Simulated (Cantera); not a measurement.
Charge: 1 mol AlN, 910 mol H2, at 1150 °C and 0.0278 Torr.

Equilibrium computed with Cantera from the NASA thermochemical tables; the gas is ideal and each condensed phase is pure. Candidate condensed phases: Al, AlN; 13 gas species. Equilibrium is a limit: real reactors are often held back by kinetics, nucleation or transport.

Base state: H2 0.998, H 0.00109, Al 0.000840, N2 0.000424 (mole fractions); condensed: AlN(s).

Question: What changes in the equilibrium state with this change: temperature from 1150 °C to 775 °C?

Answer: 
| species | before | after |
|---|---|---|
| H2 | 0.998 | 1.000 |
| H | 0.00109 | 1.27e-6 |
| Al | 0.000840 | 2.02e-9 |
| N2 | 0.000424 | 1.10e-9 |
| AlN(s), mol | 0.227 | 1.000 |
